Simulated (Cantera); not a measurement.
An isothermal, constant-pressure homogeneous reactor starts with H2 : O2 = 0.034 : 1 (molar parts), at 1400 K and 1100 Pa.

Computed with Cantera and GRI-Mech 3.0 (53 species, 325 reactions). Radical loss at walls, strong at low pressure, is not modelled.

x: mole fraction; the columns are a selection and need not sum to one.

| t (s) | x H2 | x O2 | x H | x HO2 | x OH | x H2O2 | x H2O |
|---|---|---|---|---|---|---|---|
| 3.00e-6 | 0.0329 | 0.967 | 1.73e-9 | 1.84e-9 | 1.08e-10 | <1e-12 | 1.21e-12 |
| 9.53e-6 | 0.0329 | 0.967 | 4.88e-9 | 5.84e-9 | 9.90e-10 | <1e-12 | 3.59e-11 |
| 3.02e-5 | 0.0329 | 0.967 | 1.16e-8 | 1.86e-8 | 7.68e-9 | 2.79e-12 | 9.37e-10 |
| 9.60e-5 | 0.0329 | 0.967 | 2.65e-8 | 5.89e-8 | 4.75e-8 | 2.77e-11 | 1.96e-8 |
| 0.000305 | 0.0329 | 0.967 | 1.47e-7 | 1.87e-7 | 4.16e-7 | 2.65e-10 | 4.52e-7 |
| 0.000968 | 0.0328 | 0.967 | 1.81e-5 | 6.15e-7 | 5.51e-5 | ___ | 8.41e-5 |
| 0.00307 | 0.000519 | 0.938 | 0.00289 | 1.11e-6 | 0.00439 | ___ | 0.0287 |
| 0.00976 | 0.000376 | 0.939 | 0.00258 | 1.05e-6 | 0.00401 | 2.83e-8 | 0.0292 |
| 0.0310 | 0.000339 | 0.942 | 0.00218 | 1.01e-6 | 0.00381 | 2.76e-8 | 0.0296 |
| 0.0984 | 0.000249 | 0.948 | 0.00134 | 8.88e-7 | 0.00328 | 2.55e-8 | 0.0305 |
| 0.312 | 0.000113 | 0.958 | 0.000394 | 6.05e-7 | 0.00222 | ___ | 0.0319 |
| 0.992 | 2.59e-5 | 0.964 | 4.22e-5 | 2.51e-7 | 0.00107 | ___ | 0.0328 |
| 3.15 | 3.99e-6 | 0.966 | 2.52e-6 | 7.02e-8 | 0.000419 | ___ | 0.0332 |
| 10.0 | 6.46e-7 | 0.966 | 1.64e-7 | 3.70e-8 | 0.000169 | 9.86e-10 | 0.0333 |

Task: What belongs in the gaps?

Result: 
- 0.000968, x H2O2: 2.28e-9
- 0.00307, x H2O2: 3.20e-8
- 0.312, x H2O2: 1.95e-8
- 0.992, x H2O2: 1.00e-8
- 3.15, x H2O2: 3.43e-9
